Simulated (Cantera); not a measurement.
Feed: 1 mol CH3Cl, held at 3200 °C and 0.920 bar.

Cantera equilibrium calculation (NASA polynomials, part measured and part estimated; ideal gas, pure solids and liquids). Candidate condensed phases: C, C6H6, C7H8, C8H18; 91 gas species. The tables' values for CCl are old estimates; treat these amounts as uncertain. Kinetics and transport are ignored.

Base state: H 0.285, H2 0.242, HCl 0.205, Cl 0.160, C2H2 (acetylene) 0.0491, C3 0.0257, C2H 0.0177, C4H2 0.00414 (mole fractions); condensed: C(graphite).

### Question
What changes in the equilibrium state with this change: pressure from 0.920 bar to 70.0 mbar?

### Answer
| species | before | after |
|---|---|---|
| H | 0.285 | 0.564 |
| Cl | 0.160 | 0.215 |
| H2 | 0.242 | 0.0722 |
| HCl | 0.205 | 0.0415 |
| C2H2 (acetylene) | 0.0491 | 0.00453 |
| C | 0.00267 | 0.0195 |
| C2 | 0.00287 | 0.0117 |
| C3 | 0.0257 | 0.0583 |
| C2H | 0.0177 | 0.0108 |
| C3H3 (propargyl) | 1.94e-5 | 1.50e-7 |
| C6H2 | 0.000376 | 3.34e-6 |
| C(graphite), mol | 0.316 | 0 |

### Question
What changes in the equilibrium state with this change: pressure from 0.920 bar to 3.40 Pa?

### Answer
```tsv
species	before	after
H	0.285	0.600
Cl	0.160	0.200
C	0.00267	0.199
H2	0.242	3.97e-5
HCl	0.205	2.00e-5
C2H2 (acetylene)	0.0491	<1e-9
C2H	0.0177	2.82e-7
C3	0.0257	1.45e-5
C4H2	0.00414	<1e-9
C5	0.00162	<1e-9
C2HCl	0.00147	<1e-9
C2H2 (vinylidene)	0.000393	<1e-9
C6H2	0.000376	<1e-9
C(graphite), mol	0.316	0
```

### Question
What changes in the equilibrium state with this change: temperature from 3200 °C to 3025 °C?

### Answer
```json
[
 {"species": "H2", "before": "0.242", "after": "0.316"},
 {"species": "HCl", "before": "0.205", "after": "0.281"},
 {"species": "H", "before": "0.285", "after": "0.213"},
 {"species": "C3", "before": "0.0257", "after": "0.00603"},
 {"species": "C2H", "before": "0.0177", "after": "0.00734"},
 {"species": "Cl", "before": "0.160", "after": "0.127"},
 {"species": "C2H2 (acetylene)", "before": "0.0491", "after": "0.0431"},
 {"species": "C5", "before": "0.00162", "after": "0.000251"},
 {"species": "C4", "before": "0.000282", "after": "4.44e-5"},
 {"species": "C(graphite), mol", "before": "0.316", "after": "0.667"}
]
```
